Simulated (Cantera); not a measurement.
**Thermodynamics of silicon oxide and oxynitride deposition, feed SiF₄ + NO + N₂**

Input: 1 mol SiF₄, 16 mol NO, 53 mol N₂, held at 2023 K and 1.33 mbar.

Method: chemical equilibrium by Gibbs-energy minimisation in Cantera with the NASA 1993 tables (ideal gas, pure condensed phases). Candidate condensed phases: Si, SiO₂, Si₂N₂O, Si₃N₄; 28 gas species. The tables' values for SiF₃, SiO₂ are old estimates; treat these amounts as uncertain. Kinetics and transport are ignored.

```
Property                              Value
--------------------------------  ---------
x(N₂)                                 0.864
x(O₂)                                 0.107
x(SiF₄)                              0.0136
x(O)                                0.00714
x(NO)                               0.00609
x(F)                                0.00155
x(SiF₃)                            0.000309
x(SiO)                             0.000273
x(SiO₂)                             3.51e-5
gas amount                        70.35 mol
log10 activity of Si(l) (absent)     -11.17
```
